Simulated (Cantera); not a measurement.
Input: 1 mol PbCl2, 3.7 mol HCl, 31 mol H2, at 1652 °C and 610 Pa.

Equilibrium computed with Cantera from the NASA thermochemical tables; the gas is ideal and each condensed phase is pure. Candidate condensed phases: Pb, PbCl2; 10 gas species. Rates play no part.

Base state: H2 0.809, HCl 0.152, Pb 0.0260, H 0.0110, Cl 0.00155, PbCl 0.00106 (mole fractions); condensed: gas only.

Task: What changes in the equilibrium state with this change: H2 from 31 to 1.3 mol?

Result: 
```tsv
species	before	after
HCl	0.152	0.743
Pb	0.0260	0.0876
H2	0.809	0.0843
PbCl	0.00106	0.0541
Cl	0.00155	0.0236
H	0.0110	0.00355
PbCl2	4.65e-6	0.00360
Cl2	4.91e-8	1.13e-5
```

Task: What changes in the equilibrium state with this change: HCl from 3.7 to 0.48 mol?

Result: 
```json
[
 {"species": "H2", "before": "0.809", "after": "0.886"},
 {"species": "HCl", "before": "0.152", "after": "0.0724"},
 {"species": "Pb", "before": "0.0260", "after": "0.0292"},
 {"species": "H", "before": "0.0110", "after": "0.0115"},
 {"species": "Cl", "before": "0.00155", "after": "0.000708"},
 {"species": "PbCl", "before": "0.00106", "after": "0.000541"}
]
```

Task: What changes in the equilibrium state with this change: pressure from 610 Pa to 0.130 Pa?

Result: 
| species | before | after |
|---|---|---|
| H | 0.0110 | 0.505 |
| H2 | 0.809 | 0.363 |
| Cl | 0.00155 | 0.0571 |
| HCl | 0.152 | 0.0546 |
| Pb | 0.0260 | 0.0196 |
| PbCl | 0.00106 | 6.24e-6 |
